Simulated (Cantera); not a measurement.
Cantera run, input and output.

```python
import numpy as np
import cantera as ct

gas = ct.Solution("gri30.yaml")


def delay(T, t_max=10):
    gas.TPX = T, 110000, {'CH3OH': 1, 'O2': 0.938, 'N2': 3.52, 'H2O': 0.1}
    reactor = ct.IdealGasReactor(gas, clone=False)
    net = ct.ReactorNet([reactor])
    net.rtol, net.atol = 1e-8, 1e-16
    while net.time < t_max:
        t_old, T_old = net.time, reactor.T
        net.step()
        if reactor.T > T + 400:  # ignition: a rise of 400 K
            return t_old + (T + 400 - T_old) / (reactor.T - T_old) * (net.time - t_old)
    return np.nan


taus = []
for T in [1150, 1200, 1250, 1300, 1350, 1400, 1450]:
    taus.append(delay(T))
    print(f"T0 = {T:6g} K   tau = {taus[-1]:.4e} s")
```

Result:

```
T0 =   1150 K   tau = 1.7460e-02 s
T0 =   1200 K   tau = 7.3026e-03 s
T0 =   1250 K   tau = 3.2892e-03 s
T0 =   1300 K   tau = 1.5842e-03 s
T0 =   1350 K   tau = 8.1124e-04 s
T0 =   1400 K   tau = 4.3944e-04 s
T0 =   1450 K   tau = 2.5064e-04 s
```

Model: GRI-Mech 3.0 (53 species, 325 reactions), integrated in Cantera. GRI-Mech 3.0 was tuned for natural gas; its chemistry of methanol as a main component is partial and can be far from experiment.
